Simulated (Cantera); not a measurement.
A freely propagating, adiabatic, planar premixed flame of 11.7 % CH4, 16.7 % O2, 71.6 % N2, equivalence ratio 1.4, unburnt at 500 K and 0.870 bar; mixture-averaged transport, grid criteria slope 0.08 and curve 0.16, no radiation.

Cantera simulation using GRI-Mech 3.0 (53 species, 325 reactions); the numbers are that mechanism's predictions, not measurements. Burning velocities carry a grid error of a few per cent, more on coarse grids.

x: mole fraction of selected species; z is measured from the peak of heat release.

```
z (mm)  T (K)  u (m/s)     x CH4      x O2      x O    x C2H2    x HO2   x CH2CO
------  -----  -------  --------  --------  -------  --------  -------  --------
-2.68     501    0.333     0.116     0.166    <1e-8   7.33e-8  6.67e-8     <1e-8
-1.79     507    0.339     0.115     0.165    <1e-8   8.96e-7  6.23e-7   1.19e-7
-1.34     528    0.355     0.113     0.163    <1e-8   5.29e-6  2.94e-6   8.96e-7
-0.893    646    0.440     0.103     0.153    <1e-8   4.79e-5  1.93e-5   1.16e-5
-0.446   1073    0.746    0.0695     0.112  1.92e-6  0.000338  4.96e-5  0.000118
-0.223   1430     1.01    0.0393    0.0721  2.15e-5  0.000771  6.39e-5  0.000278
0         [?]     1.25       [?]       [?]  8.99e-5       [?]      [?]       [?]
0.223    1914     1.36   0.00204   0.00774  9.73e-5   0.00121  3.88e-6   4.73e-5
0.446    1959     1.39  0.000415   0.00182  5.86e-5  0.000583  6.14e-7   9.99e-6
0.893    1979     1.41   4.26e-5  0.000146  3.19e-5  0.000143  5.23e-8   1.66e-6
1.79     1987     1.41   3.31e-6   2.68e-5  2.08e-5   1.73e-5  1.56e-8   1.84e-7
3.57     1994     1.41       [?]       [?]      [?]       [?]    <1e-8     <1e-8
7.14     2000     1.42     <1e-8   6.88e-6  5.61e-6   2.74e-8    <1e-8     <1e-8
```

Q: Fill in the missing entries.

A: 
- 0, T (K): 1758
- 0, x CH4: 0.0118
- 0, x O2: 0.0295
- 0, x C2H2: 0.00153
- 0, x HO2: 2.62e-5
- 0, x CH2CO: 0.000236
- 3.57, x CH4: 1.81e-7
- 3.57, x O2: 1.48e-5
- 3.57, x O: 1.21e-5
- 3.57, x C2H2: 8.71e-7
